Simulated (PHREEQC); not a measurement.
Solution (25 °C): 0.25 mol/kgw HF, 5.7e-05 mol/kgw H2SiF6 and 0.0016 mol/kgw H3PO4. Closed to the air; pH follows from the charge balance.

The numbers come from PHREEQC with the ion-association model, phreeqc.dat.

Task: The ionic strength comes out as 0.0193 mol/kgw. What activity coefficients do F-, H+, SiF6-2, H2PO4-, HF2- get?

Result: F- 0.87, H+ 0.89, SiF6-2 0.59, H2PO4- 0.88, HF2- 0.87.

No solid was allowed to form. SiF6-2 is the database's only silicon fluoride.
